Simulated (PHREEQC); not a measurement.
Brine

A solution holds 2.3 mol/kgw NaBr and 0.69 mol/kgw NaHCO3, at 15 °C. Closed to the air; pH follows from the charge balance.

Model: Pitzer model, pitzer.dat, run in PHREEQC.

This is a speciation only: nothing precipitates in the calculation.

Problem. Predict the pH, activity of water.

Solution. pH 7.50; activity of water 0.897.

Problem. In which forms is C present?

Solution. HCO3- 97 %, CO2 1.7 %, CO3-2 1.7 % of the C.

In brines, pH and single-ion activities rest on the MacInnes convention.
